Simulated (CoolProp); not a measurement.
R1336mzz(E) along the isobar 6.98 bar: Z from the reference equation and from simpler models built on Tc = 130.4 °C, pc = 27.79 bar, ω = 0.413; each cubic takes its own stable root.

Values from CoolProp's reference Helmholtz-energy equation of state, Akasaka 2023.

```
T (°C)   phase  reference  van der Waals  Redlich-Kwong  Soave-Redlich-Kwong  Peng-Robinson
------  ------  ---------  -------------  -------------  -------------------  -------------
-57.95  liquid    0.04147        0.07296        0.04933              0.04734        0.04209
-43.15  liquid    0.03970        0.06980        0.04734              0.04521        0.04015
-28.25  liquid    0.03820        0.06718        0.04573              0.04345        0.03854
-13.35  liquid    0.03695        0.06505        0.04447              0.04204        0.03725
1.45    liquid    0.03594        0.06340        0.04354              0.04096        0.03624
16.35   liquid    0.03515        0.06222        0.04295              0.04019        0.03552
31.25   liquid    0.03458         0.8280        0.04273              0.03977        0.03511
46.15   liquid    0.03427         0.8498        0.04296              0.03974        0.03505
60.95   liquid    0.03427         0.8675         0.8321              0.04023        0.03545
75.85      gas     0.8247         0.8824         0.8549               0.8381         0.8274
90.75      gas     0.8536         0.8949         0.8735               0.8630         0.8527
105.65     gas     0.8761         0.9056         0.8889               0.8832         0.8732
```

At some of these states van der Waals, Redlich-Kwong gives the other phase, because its saturation line lies elsewhere.
